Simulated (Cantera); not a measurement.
An isothermal, constant-pressure homogeneous reactor starts with CH₄ : O₂ : N₂ = 0.011 : 0.003 : 1 (molar parts), at 1550 K and 2.37 atm. Integrator tolerance rtol = 1e-08.

Computed with Cantera and GRI-Mech 3.0 (53 species, 325 reactions). GRI-Mech 3.0 stops at C3 and has no aromatics, soot or wall deposition, so with more carbon than oxygen in the feed, carbon stays in small species such as C2H2 where larger ones or solid carbon would form.

**Question.** What does this change do: 0.015 parts H2O added?

**Answer.** 
```csv
quantity,before,after
x(CH₄) at 4.00 s,0.000641 (gas-phase equilibrium 2.88e-5),0.000969 (gas-phase equilibrium 2.98e-10)
x(O₂) at 4.00 s,<1e-12 (gas-phase equilibrium <1e-12),1.75e-12 (gas-phase equilibrium <1e-12)
x(H₂O₂) at 4.00 s,<1e-12 (gas-phase equilibrium <1e-12),<1e-12 (gas-phase equilibrium <1e-12)
x(CO) at 4.00 s,0.00262 (gas-phase equilibrium 0.00584),0.00349 (gas-phase equilibrium 0.00943)
x(CH₂) at 4.00 s,5.17e-10 (gas-phase equilibrium 1.14e-11),7.99e-10 (gas-phase equilibrium <1e-12)
```
